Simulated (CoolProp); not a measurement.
Vapour-liquid equilibrium of m-xylene (1) + o-xylene (2) at 549.9 K; x and y are mole fractions of (1).

The numbers come from the multi-fluid Helmholtz-energy mixture model, Zhou 2012 and Zhou 2012; pair parameters Bell 2016 in CoolProp.

```tsv
x	bubble pressure, mixture model (MPa)	bubble pressure, Raoult's law (MPa)	y, mixture model	y, Raoult's law
0.05	1.332	1.332	0.053	0.055
0.2	1.353	1.355	0.212	0.218
0.35	1.376	1.378	0.367	0.375
0.5	1.399	1.400	0.519	0.527
0.65	1.423	1.423	0.667	0.674
0.8	1.446	1.445	0.811	0.817
0.95	1.468	1.468	0.953	0.955
```

The largest gap from Raoult's law is -0.1 % in bubble pressure, at x = 0.2. No azeotrope shows between x = 0.05 and 0.95.

Pair parameters are fitted to limited data, so mixtures are less certain than the pure fluids.
